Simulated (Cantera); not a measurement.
What does this Cantera script print?

```python
import numpy as np
import cantera as ct

gas_names = """
    C CO COS CO2 CS CS2 C2 C2O C3 C3O2 C4 C5 Fe FeC5O5 FeO O O2 O3 S SO SO2 SO3 S2 S2O S8
""".split()
cond_names = """
    C(gr) Fe(a) Fe(c) Fe(d) Fe(L) FeC5O5(L) FeO(s) FeO(L) FeS(a) FeS(b) FeS(c) FeS(L) FeSO4(s) FeS2(s)
    Fe2O3(s) Fe2S3O12(s) Fe3O4(s) S(cr1) S(cr2) S(L)
""".split()


# ... load() reads the species with a 1 bar reference pressure and builds the phases ...
atoms = {
    'FeS2': {'Fe': 1, 'S': 2},
    'O2': {'O': 2},
    'CO2': {'C': 1, 'O': 2},
}
top_T = {'C(gr)': 4500, 'FeSO4(s)': 950, 'FeS2(s)': 1010, 'Fe2O3(s)': 1830, 'Fe2S3O12(s)': 1100, 'Fe3O4(s)': 1870}  # K; cautious upper limits of use, not melting points


# ... equilibrate(T, P, feed) seeds the gas with the atoms and calls Mixture.equilibrate('TP', solver="vcs", rtol=1e-11, max_steps=5000) ...
results = []
feed = {'FeS2': 1, 'O2': 0.12, 'CO2': 2.2}  # mol
T = 1500  # K
P = 7300  # Pa
mix = equilibrate(T, P, feed)
results.append((T, P, feed, dict(zip(mix.species_names, mix.species_moles))))
x = sorted(zip(gas.X, gas.species_names), reverse=True)
print(f"T = {T:g} K  P = {P:g} Pa  gas = {mix.phase_moles(0):.4g} mol")
print("   x: " + "  ".join(f"{s} {v:.3e}" for v, s in x if v > 0.0001))
print("   condensed (mol): " + ("  ".join(f"{mix.phase(i).name} {mix.phase_moles(i):.4g}"
      for i in range(1, mix.n_phases) if mix.phase_moles(i) > 1e-12) or "none"))
```

It prints:

```
T = 1500 K  P = 7300 Pa  gas = 2.902 mol
   x: CO2 5.607e-01  CO 1.955e-01  SO2 1.375e-01  S2 9.910e-02  SO 3.440e-03  COS 2.007e-03  S2O 1.701e-03
   condensed (mol): FeS(L) 1
```

Equilibrium computed with Cantera from the NASA thermochemical tables; the gas is ideal and each condensed phase is pure. FeS: taken at fixed stoichiometry.
